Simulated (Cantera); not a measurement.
Feed: 1 mol B, 0.29 mol NH₃, 6 mol N₂, 6.1 mol O₂, held at 0.0370 bar.

Equilibrium computed with Cantera from the NASA thermochemical tables; the gas is ideal and each condensed phase is pure. Candidate condensed phases: B, BN, B₂O₃, B₃O₃H₃, H₂O; 39 gas species. Equilibrium is a limit: real reactors are often held back by kinetics, nucleation or transport.

### Question
At 1550 °C, list the 4 most abundant gas species with their mole fractions, and the condensed phases.

### Answer
N₂ 0.500, O₂ 0.416, HBO₂ 0.0476, B₂O₃ 0.0153. Condensed: gas only.
